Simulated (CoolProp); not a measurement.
Properties of R123 at several states (Tc = 456.8 K, pc = 3.662 MPa, ω = 0.282).

Model: reference Helmholtz-energy equation of state, Younglove 1994, in CoolProp. It is a modified Benedict-Webb-Rubin equation, recast in Helmholtz form.

| T (K) | p (MPa) | phase | cp (kJ/(kg K)) | viscosity (µPa s) | conductivity (mW/(m K)) |
|---|---|---|---|---|---|
| 354.6 | 8.93 | liquid | 1.063 | 265 | 66.6 |
| 340.1 | 16.8 | liquid | 1.030 | 338 | 73.1 |
| 452.1 | 2.09 | gas | 1.016 | 17.0 | 20.7 |
| 258.1 | 0.035 | liquid | 0.9735 | 687 | 88.3 |
| 417.8 | 0.0645 | gas | 0.8022 | 14.8 | 16.1 |

Viscosity comes from a separate model (Tanaka 1996). Thermal conductivity comes from a separate model (Laesecke 1996).
